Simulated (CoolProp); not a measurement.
Saturation properties of R141b (Tc = 477.5 K, pc = 4.212 MPa, ω = 0.220).

The numbers come from the reference Helmholtz-energy equation of state, Lemmon 2006 in CoolProp. It is a short technical equation, of lower accuracy than the large ones.

```csv
T (K),p (MPa),vapour density (kg/m³),enthalpy of vaporisation (kJ/kg),liquid cp (kJ/(kg K)),surface tension (mN/m),liquid viscosity (µPa s)
230.3,0.002563,[?],257.0,1.099,26.9,1050
242.8,0.005719,0.3331,251.3,1.103,25.2,851
255.4,0.01170,0.6500,245.6,1.110,23.6,703
267.9,0.02199,[?],[?],1.120,22.0,591
280.5,0.03888,[?],234.3,1.132,20.4,502
293,0.06465,3.195,228.5,1.147,18.8,432
305.6,0.1028,4.924,222.5,1.164,17.3,375
318.1,0.1561,7.282,216.3,1.183,15.8,327
330.7,0.2293,10.46,209.8,1.205,14.3,287
343.2,0.3255,14.58,203.0,[?],12.8,253
355.8,0.4504,19.92,195.7,1.255,11.4,[?]
368.3,0.6069,26.63,188.0,[?],9.96,199
380.9,0.8022,35.13,179.5,1.321,8.58,176
393.4,1.038,45.68,170.4,1.362,7.25,156
```

Problem. Some entries are withheld; supply them.

Solution. 
- 230.3, vapour density (kg/m³): 0.1570
- 267.9, vapour density (kg/m³): 1.171
- 267.9, enthalpy of vaporisation (kJ/kg): 240.0
- 280.5, vapour density (kg/m³): 1.990
- 343.2, liquid cp (kJ/(kg K)): 1.228
- 355.8, liquid viscosity (µPa s): 224
- 368.3, liquid cp (kJ/(kg K)): 1.285

It boils at 305.2 K under 1 atm.

Viscosity comes from a separate model (Huber 2003), an estimate that may be off by 10 % or more. Surface tension comes from a separate correlation (Mulero 2012).
